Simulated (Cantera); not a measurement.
Source: NASA polynomial tables (part measured, part estimated), evaluated in Cantera. Values are per mole of reaction as written; species without (g) are pure solids or liquids, kept so even where they would boil at 1 bar. TaC: taken at fixed stoichiometry.

Between 1323 and 2923 K, where is each reaction favourable under standard conditions?
- 3 Ta₂O₅ + TaC ⇌ 7 TaO₂(g) + CO(g)


- 3 Ta₂O₅ + TaC ⇌ 7 TaO₂(g) + CO(g): ΔG° is 2661 kJ at 1323 K and 631 kJ at 2923 K; it stays positive (K < 1). ΔH° is 3795 kJ and ΔS° 1083 J/K at 2923 K.
